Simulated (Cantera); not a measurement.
Cantera run:

```python
import numpy as np
import cantera as ct

gas_names = """
    C CO CO2 C2 C2O C3 C3O2 C4 C5 Mg MgO Mg2 O O2 O3
""".split()
cond_names = """
    C(gr) Mg(cr) Mg(L) MgCO3(s) MgO(s) MgO(L)
""".split()


def load(file, names, dense=False):
    # The tables refer to 1 bar. Condensed volumes are neglected.
    table = {s.name: s for s in ct.Species.list_from_file(file)}
    out = []
    for n in names:
        d = dict(table[n].input_data)
        d["thermo"] = dict(d["thermo"], **{"reference-pressure": 1e5})
        if dense:
            d["equation-of-state"] = {"model": "constant-volume", "density": "1e6 g/cm^3"}
        out.append(ct.Species.from_dict(d))
    return out


gas = ct.Solution(thermo="ideal-gas", species=load("nasa_gas.yaml", gas_names))
cond = {s.name: ct.Solution(thermo="fixed-stoichiometry", species=[s], name=s.name)
        for s in load("nasa_condensed.yaml", cond_names, dense=True)}
atoms = {
    'MgCO3': {'Mg': 1, 'C': 1, 'O': 3},
    'C': {'C': 1},
    'O2': {'O': 2},
}
top_T = {'C(gr)': 4500}  # K; cautious upper limits of use, not melting points


def equilibrate(T, P, feed):
    n = {}
    for name, mol in feed.items():
        for a, k in atoms[name].items():
            n[a] = n.get(a, 0.0) + k * mol
    gas.TPX = T, P, n
    mass = sum(n.values()) * gas.mean_molecular_weight
    gas.equilibrate("TP")
    valid = [c for c in cond.values() if c.min_temp <= T <= top_T.get(c.name, c.max_temp)]
    mix = ct.Mixture([(gas, mass / gas.mean_molecular_weight)] + [(c, 0.0) for c in valid])
    mix.T, mix.P = T, P
    mix.equilibrate("TP", solver="vcs", rtol=1e-11, max_steps=5000)
    return mix


results = []
feed = {'MgCO3': 1, 'C': 0.45, 'O2': 0.42}  # mol
P = 200  # Pa
for T in [725, 925, 1125, 1325, 1525, 1725, 1925, 2125]:
    mix = equilibrate(T, P, feed)
    results.append((T, P, feed, dict(zip(mix.species_names, mix.species_moles))))

top = {s: max(r[3][s] / sum(r[3][g] for g in gas_names) for r in results) for s in gas_names}
cols = sorted((s for s in top if top[s] > 0.001), key=lambda s: -top[s])[:9]
seen = [c for c in cond_names if any(r[3].get(c, 0) > 1e-12 for r in results)]
print("log10 of partial pressures in bar; condensed amounts in mol")
print(f"{'T/K':>10s}" + "".join(f"{s[:9]:>10s}" for s in cols + seen))
for T, P, feed, n in results:
    ng = sum(n[g] for g in gas_names)
    print(f"{T:10.4g}" + "".join(f"{np.log10(max(n[s] / ng * P / 1e5, 1e-99)):10.3f}" for s in cols)
          + "".join(f"{n.get(c, 0):10.4g}" for c in seen))
```

Output:

```
log10 of partial pressures in bar; condensed amounts in mol
       T/K       CO2        CO        O2         O        Mg    MgO(s)
       725    -2.717    -4.082   -28.920   -29.258   -27.842         1
       925    -2.717    -4.082   -20.096   -20.921   -20.671         1
      1125    -2.717    -4.082   -14.423   -15.548   -16.068         1
      1325    -2.717    -4.082   -10.474   -11.797   -12.868         1
      1525    -2.717    -4.082    -7.571    -9.033   -10.517         1
      1725    -2.720    -4.045    -5.428    -6.950    -8.679         1
      1925    -2.751    -3.750    -4.325    -5.597    -6.935    0.9999
      2125    -2.848    -3.396    -3.809    -4.687    -5.338    0.9962
```

Method: chemical equilibrium by Gibbs-energy minimisation in Cantera with the NASA 1993 tables (ideal gas, pure condensed phases).
